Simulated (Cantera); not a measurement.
Charge: 1 mol CH3OH, 3 mol H2O, 29 mol H2, at 1048.15 K and 0.100 bar.

Cantera equilibrium calculation (NASA polynomials, part measured and part estimated; ideal gas, pure solids and liquids). Candidate condensed phases: C, C6H6, C7H8, C8H18, H2O; 110 gas species. Kinetics and transport are ignored.

Base state: H2 0.889, H2O 0.0829, CO 0.0257, CO2 0.00284, CH4 2.37e-5 (mole fractions); condensed: gas only.

Problem. What changes in the equilibrium state with this change: H2O from 3 to 0.47 mol?

Solution. 
```json
[
 {"species": "H2", "before": "0.889", "after": "0.955"},
 {"species": "CO", "before": "0.0257", "after": "0.0301"},
 {"species": "H2O", "before": "0.0829", "after": "0.0142"},
 {"species": "CH4", "before": "2.37e-5", "after": "0.000201"},
 {"species": "CO2", "before": "0.00284", "after": "0.000529"}
]
```
